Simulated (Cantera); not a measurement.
A closed system holds: 1 mol MgCO3, 0.88 mol H2O, at 1 atm.

Equilibrium computed with Cantera from the NASA thermochemical tables; the gas is ideal and each condensed phase is pure. Candidate condensed phases: C, C6H6, C7H8, C8H18, H2O, Mg, MgCO3, MgO, Mg(OH)2; 116 gas species. Kinetics and transport are ignored. All values below are at 1798 K.

Base state: CO2 0.528, H2O 0.466, CO 0.00269, O2 0.00155, H2 0.000623, OH 0.000430 (mole fractions); condensed: MgO(s).

**Question.** What changes in the equilibrium state with this change: pressure from 1 atm to 0.133 bar?

**Answer.** 
```csv
species,before,after
CO2,0.528,0.525
H2O,0.466,0.465
CO,0.00269,0.00526
H,8.73e-6,3.37e-5
O,4.67e-6,1.80e-5
H2,0.000623,0.00122
OH,0.000430,0.000843
"MgO(s), mol",1.000,1.000
```
